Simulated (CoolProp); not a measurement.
Computed with CoolProp (reference Helmholtz-energy equation of state, Thol 2015).

For 1,2-dichloroethane, give the phase and the density (kg/m³), Joule-Thomson coefficient (K/MPa) at 226.85 °C and 35.6 MPa.


- 226.85 °C and 35.6 MPa: liquid; density 1010, Joule-Thomson coefficient -0.201
